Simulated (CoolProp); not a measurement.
Vapour-liquid equilibrium of methane (1) + ethane (2) at 137.6 K; x and y are mole fractions of (1).

Model: multi-fluid Helmholtz-energy mixture model, Setzmann 1991 and Bücker 2006; pair parameters Kunz 2012, in CoolProp.

```
x     bubble pressure (kPa)  y at the bubble point  dew pressure at overall composition x (kPa)  liquid density (mol/L)
----  ---------------------  ---------------------  -------------------------------------------  ----------------------
0.05                  40.13                  0.928                                        3.141                   20.16
0.2                   141.9                  0.981                                        3.729                   20.86
0.35                  230.7                  0.990                                        4.587                   21.56
0.5                   309.4                  0.994                                        5.958                   22.23
0.65                  382.2                  0.996                                        8.495                   22.86
0.8                   454.3                  0.998                                        14.80                   23.39
0.95                  534.3                  0.999                                        57.19                   23.72
```

No azeotrope shows between x = 0.05 and 0.95.

The pair parameters rest on a limited set of measurements; away from them the model extrapolates. The gap from Raoult's law changes sign with composition, which may be real or a fault of the pair parameters; it wasn't checked against measurements.
